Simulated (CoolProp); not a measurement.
Vapour-liquid equilibrium of cyclohexane (1) + m-xylene (2) at 0.0113 MPa; x and y are mole fractions of (1).

The numbers come from the multi-fluid Helmholtz-energy mixture model, Zhou 2014 and Zhou 2012; pair parameters Bell 2016 in CoolProp.

```csv
x,"bubble temperature, mixture model (°C)","bubble temperature, Raoult's law (°C)","y, mixture model","y, Raoult's law"
0.05,63.7,66.0,0.344,0.281
0.125,54.1,57.9,0.606,0.534
0.2,47.3,51.6,0.737,0.682
0.275,42.3,46.5,0.812,0.774
0.35,38.4,42.3,0.859,0.836
0.425,35.4,38.7,0.891,0.879
0.5,32.9,35.6,0.915,0.911
0.575,30.7,32.9,0.933,0.935
0.65,28.9,30.5,0.948,0.953
0.725,27.2,28.3,0.961,0.967
0.8,25.7,26.3,0.972,0.979
0.875,24.3,24.6,0.983,0.988
0.95,22.8,22.9,0.993,0.996
```

The largest gap from Raoult's law is -4.3 K in bubble temperature, at x = 0.2. No azeotrope shows between x = 0.05 and 0.95.

Pair parameters are fitted to limited data, so mixtures are less certain than the pure fluids.
